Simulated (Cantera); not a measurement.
A perfectly stirred reactor is fed with CH₄ : N₂ = 1 : 16 (molar parts), at 0.987 atm; it is held at 1875 K, and followed from long to short residence time.

Computed with Cantera and GRI-Mech 3.0 (53 species, 325 reactions). GRI-Mech 3.0 stops at C3 and has no aromatics, soot or wall deposition, so with more carbon than oxygen in the feed, carbon stays in small species such as C2H2 where larger ones or solid carbon would form.

### Question
What does this change do: pressure from 0.987 atm to 1.78 atm?

### Answer
```tsv
quantity	before	after
x(CH₄) at τ = 0.460 s	0.00209	0.00202
x(C₂H₆) at τ = 0.460 s	4.02e-7	3.89e-7
x(C₂H) at τ = 0.460 s	7.10e-7	5.38e-7
x(H) at τ = 0.460 s	0.000180	0.000136
x(C₂H₂) at τ = 0.460 s	0.0267	0.0267
x(CH₄) at τ = 6.50 ms	0.0170	0.0156
x(C₂H₆) at τ = 6.50 ms	2.30e-5	2.22e-5
x(C₂H) at τ = 6.50 ms	4.77e-7	3.97e-7
x(H) at τ = 6.50 ms	0.000123	0.000102
x(C₂H₂) at τ = 6.50 ms	0.0190	0.0198
```

### Question
What does this change do: temperature 1875 to 1550 K?

### Answer
| quantity | before | after |
|---|---|---|
| x(CH₄) at τ = 0.460 s | 0.00209 | 0.0310 |
| x(C₂H₆) at τ = 0.460 s | 4.02e-7 | 3.37e-5 |
| x(C₂H) at τ = 0.460 s | 7.10e-7 | 3.45e-9 |
| x(H) at τ = 0.460 s | 0.000180 | 4.15e-6 |
| x(C₂H₂) at τ = 0.460 s | 0.0267 | 0.0127 |
| x(CH₄) at τ = 6.50 ms | 0.0170 | 0.0575 |
| x(C₂H₆) at τ = 6.50 ms | 2.30e-5 | 0.000132 |
| x(C₂H) at τ = 6.50 ms | 4.77e-7 | 6.45e-11 |
| x(H) at τ = 6.50 ms | 0.000123 | 2.64e-7 |
| x(C₂H₂) at τ = 6.50 ms | 0.0190 | 0.000116 |
